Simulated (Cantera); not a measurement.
Input: 1 mol TEOS, 11 mol NO, held at 3.40 mbar.

Equilibrium computed with Cantera from the NASA thermochemical tables; the gas is ideal and each condensed phase is pure. Candidate condensed phases: C, C6H6, C7H8, C8H18, H2O, Si, SiC, SiO2, Si2N2O, Si3N4; 151 gas species. The feed counts by its element totals alone. The tables hold silica as quartz up to 1696 K and as liquid above; real silica turns to tridymite and cristobalite and melts near 1996 K. Rates play no part.

**Question.** Which condensed phases are stable at each of these points (T (K)): 1573, 1623, 1673, 1723, 1773, 1823, 1873, 1923, 1973, 2023?

**Answer.** 
```tsv
T (K)	condensed phases	Si condensed (%)
1573	SiO2(β-quartz)	100.0
1623	SiO2(β-quartz)	99.9
1673	SiO2(β-quartz)	99.8
1723	SiO2(condensed)	99.5
1773	SiO2(condensed)	98.6
1823	SiO2(condensed)	96.3
1873	SiO2(condensed)	91.0
1923	SiO2(condensed)	79.4
1973	SiO2(condensed)	56.1
2023	SiO2(l)	14.5
```

From 1573 K to 1673 K the condensed part is SiO2(β-quartz). From 1723 K to 1973 K the condensed part is SiO2(condensed). At 2023 K the condensed part is SiO2(l).
